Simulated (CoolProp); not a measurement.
Vapour-liquid equilibrium of CH2F2 (R32) (1) + R1234yf (2) at 472 kPa; x and y are mole fractions of (1).

Model: multi-fluid Helmholtz-energy mixture model, Tillner-Roth 1997 and Lemmon 2022; pair parameters Bell 2023, in CoolProp.

```csv
x,bubble temperature (K),y at the bubble point,dew temperature at overall composition x (K),liquid density (mol/L)
0.05,(withheld),0.137,284.3,10.29
0.2,273.4,0.429,280.3,11.35
0.35,267.6,0.602,275.9,12.53
0.5,263.7,(withheld),271.1,13.89
0.65,261.0,0.797,(withheld),15.53
0.8,259.1,0.874,260.9,(withheld)
0.95,257.6,0.963,257.8,(withheld)
```

### Question
What belongs in the gaps?

### Answer

- 0.05, bubble temperature (K): 282.0
- 0.5, y at the bubble point: 0.714
- 0.65, dew temperature at overall composition x (K): 265.9
- 0.8, liquid density (mol/L): 17.59
- 0.95, liquid density (mol/L): 20.24

No azeotrope shows between x = 0.05 and 0.95.

Pair parameters are fitted to limited data, so mixtures are less certain than the pure fluids.
